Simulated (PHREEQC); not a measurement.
Consider water at 20 °C with 0.11 mol Ca(NO3)2, 0.0041 mol CO2 and 0.02 mol NaCl per kg of water. Closed to the air; pH follows from the charge balance.

Model: ion-association model, phreeqc.dat, run in PHREEQC.

The ionic strength comes out as 0.350 mol/kgw. What activity coefficients do H+, Ca+2, Cl-, HCO3-, Na+ get?

H+ 0.78, Ca+2 0.28, Cl- 0.68, HCO3- 0.71, Na+ 0.73.

Precipitation was switched off in this run.
